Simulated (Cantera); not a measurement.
Input (Python, Cantera):

```python
import numpy as np
import cantera as ct

gas = ct.Solution("gri30.yaml")
gas.TPX = 1975, 1300, {'NO': 1, 'N2': 0.2}
reactor = ct.IdealGasConstPressureReactor(gas, energy="off", clone=False)
net = ct.ReactorNet([reactor])
net.rtol, net.atol = 1e-08, 1e-18
show = ['NO', 'N2', 'N2O', 'O2', 'O', 'NO2']
times = np.geomspace(0.0003, 2, 10)

steps = ct.SolutionArray(gas, extra=["t"])
rows = []
print(f"{'t/s':>10s}{'T/K':>9s}{'P/Pa':>11s}" + "".join(f"{s:>11s}" for s in show))
for t in times:
    while net.time < t:
        t_next = net.step()
        steps.append(gas.state, t=t_next)
    rows.append([np.interp(t, steps.t, y) for y in (steps.T, steps.P, *steps(*show).X.T)])
    print(f"{t:10.3e}{rows[-1][0]:9.1f}{rows[-1][1]:11.4g}" + "".join(f"{x:11.3e}" for x in rows[-1][2:]))
rate = np.gradient(steps.T, steps.t)
print("integrator steps:", len(steps.t))
if steps.T.max() > steps.T[0] + 200:
    print(f"time of steepest temperature rise: {steps.t[rate.argmax()]:.4e} s")
gas.TPX = 1975, 1300, {'NO': 1, 'N2': 0.2}
gas.equilibrate("TP")
print(f"equilibrium (TP): T = {gas.T:.1f} K  " + "  ".join(f"{s} {gas[s].X[0]:.3e}" for s in show))
```

Output:

```
       t/s      T/K       P/Pa         NO         N2        N2O         O2          O        NO2
 3.000e-04   1975.0       1300  8.333e-01  1.667e-01  2.607e-06  5.754e-09  2.624e-06  4.868e-09
 7.980e-04   1975.0       1300  8.333e-01  1.667e-01  6.888e-06  4.080e-08  7.005e-06  3.354e-08
 2.123e-03   1975.0       1300  8.333e-01  1.667e-01  1.799e-05  2.909e-07  1.882e-05  2.215e-07
 5.646e-03   1975.0       1300  8.332e-01  1.667e-01  4.561e-05  2.138e-06  5.142e-05  1.322e-06
 1.502e-02   1975.0       1300  8.330e-01  1.667e-01  1.066e-04  1.708e-05  1.449e-04  6.078e-06
 3.995e-02   1975.0       1300  8.323e-01  1.669e-01  1.999e-04  1.500e-04  3.921e-04  1.617e-05
 1.063e-01   1975.0       1300  8.300e-01  1.679e-01  2.370e-04  1.049e-03  7.345e-04  2.402e-05
 2.827e-01   1975.0       1300  8.232e-01  1.713e-01  2.209e-04  4.384e-03  8.647e-04  2.958e-05
 7.519e-01   1975.0       1300  8.041e-01  1.808e-01  2.016e-04  1.382e-02  9.936e-04  4.064e-05
 2.000e+00   1975.0       1300  7.499e-01  2.079e-01  1.602e-04  4.071e-02  1.278e-03  6.202e-05
integrator steps: 509
equilibrium (TP): T = 1975.0 K  NO 8.586e-03  N2 5.781e-01  N2O 4.724e-08  O2 4.102e-01  O 3.113e-03  NO2 2.458e-06
```

Cantera simulation using GRI-Mech 3.0 (53 species, 325 reactions); the numbers are that mechanism's predictions, not measurements. Radical loss at walls, strong at low pressure, is not modelled.
